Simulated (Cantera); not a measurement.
Charge: 1 mol PbS, 0.65 mol H2, at 1.00 bar.

Cantera equilibrium calculation (NASA polynomials, part measured and part estimated; ideal gas, pure solids and liquids). Candidate condensed phases: Pb, PbS, S; 10 gas species. Mutual solubility and eutectic melting of coexisting phases are not modelled. Equilibrium is a limit: real reactors are often held back by kinetics, nucleation or transport. All values below are at 1050 °C.

Base state: H2 0.828, H2S 0.118, PbS 0.0499, Pb 0.00352, S2 0.000219, SH 9.84e-5 (mole fractions); condensed: Pb(l) + PbS(s).

Task: What changes in the equilibrium state with this change: PbS replaced by FeS2?

Result: 
```json
[
 {"species": "H2S", "before": "0.118", "after": "0.613"},
 {"species": "S2", "before": "0.000219", "after": "0.261"},
 {"species": "H2", "before": "0.828", "after": "0.125"},
 {"species": "PbS", "before": "0.0499", "after": "0"},
 {"species": "Pb", "before": "0.00352", "after": "0"},
 {"species": "SH", "before": "9.84e-5", "after": "0.00132"},
 {"species": "Pb(l), mol", "before": "0.0789", "after": "0"},
 {"species": "PbS(s), mol", "before": "0.884", "after": "0"},
 {"species": "FeS(s), mol", "before": "0", "after": "1.00"}
]
```
FeS: taken at fixed stoichiometry. Further candidate phases: Fe, FeS, FeS2.
